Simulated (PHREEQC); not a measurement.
Dissolve 1.3 mmol/kgw NaH2PO4, 47 mmol/kgw Na2SO4 and 0.051 mmol/kgw NaCl at 25 °C. Closed to the air; pH follows from the charge balance.

The numbers come from PHREEQC with the ion-association model, phreeqc.dat.

**Question.** The ionic strength comes out as 0.130 mol/kgw. What activity coefficients do NaSO4-, H+, Cl-, HPO4-2, HSO4- get?

**Answer.** NaSO4- 0.77, H+ 0.81, Cl- 0.75, HPO4-2 0.35, HSO4- 0.77.

This is a speciation only: nothing precipitates in the calculation.
